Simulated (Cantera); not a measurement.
Feed: 1 mol CH3SiH3, 810 mol H2, at 2325 K.

Cantera equilibrium calculation (NASA polynomials, part measured and part estimated; ideal gas, pure solids and liquids). Candidate condensed phases: C, C6H6, C7H8, C8H18, Si, SiC; 87 gas species. The feed counts by its element totals alone. Gases not in the tables: Si2H6 and higher silanes. The numbers say what is thermodynamically allowed, not how fast it happens.

x: gas mole fraction; n: condensed amount in mol.

```tsv
P (Pa)	x H2	x H	x Si	x C2H2 (acetylene)	x SiH2	n SiC(s)
100	0.706	0.292	0.00102	0.000487	3.21e-7	0
400	?	?	0.00108	0.000536	?	0
1600	0.915	0.0832	0.00110	0.000562	7.17e-6	0
6300	0.955	?	0.00104	0.000570	?	0
25000	0.976	0.0217	0.000879	0.000562	9.59e-5	0
100000	0.987	0.0109	0.000561	0.000489	0.000247	0.0803
```

Some entries are withheld; supply them.


- 6300, x H: 0.0428
- 6300, x SiH2: 2.80e-5
- 400, x H2: 0.839
- 400, x H: 0.159
- 400, x SiH2: 1.63e-6
